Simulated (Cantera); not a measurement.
Feed: 1 mol Si, 3.9 mol HCl, 5.4 mol H2, at 600 K.

Equilibrium computed with Cantera from the NASA thermochemical tables; the gas is ideal and each condensed phase is pure. Candidate condensed phases: Si; 19 gas species. Kinetics and transport are ignored.

### Question
Which condensed phases are stable at each of these points (P (Pa)): 1, 10, 100, 1000, 10000, 100000?

### Answer
```
P (Pa)  condensed phases  Si condensed (%)
------  ----------------  ----------------
1                  Si(s)               1.8
10                 Si(s)               1.1
100             gas only               0.0
1000            gas only               0.0
10000           gas only               0.0
100000          gas only               0.0
```

From 1.00e-5 bar to 0.000100 bar the condensed part is Si(s). From 0.00100 bar to 1.00 bar nothing is condensed.
